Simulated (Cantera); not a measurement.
A perfectly stirred reactor is fed with 20.3 % H2, 36.2 % O2, 43.5 % N2, equivalence ratio 0.28, at 0.270 bar; it is held at 1275 K, and followed from long to short residence time.

Cantera simulation using GRI-Mech 3.0 (53 species, 325 reactions); the numbers are that mechanism's predictions, not measurements. The temperature is held fixed by assumption; the heat of reaction is taken as removed at once.

One state of this run: x H2 = 0.00915; x O2 = 0.288; x HO2 = 6.56e-5; x NO = 1.27e-6; x O = 0.00651; x H = 0.00476; x N2O = 6.71e-8. x: mole fraction; the columns are a selection and need not sum to one.

### Question
Which value of τ (s) does it belong to?
A) 0.0039
B) 0.019
C) 0.00082
D) 0.19

### Answer
C, 0.00082
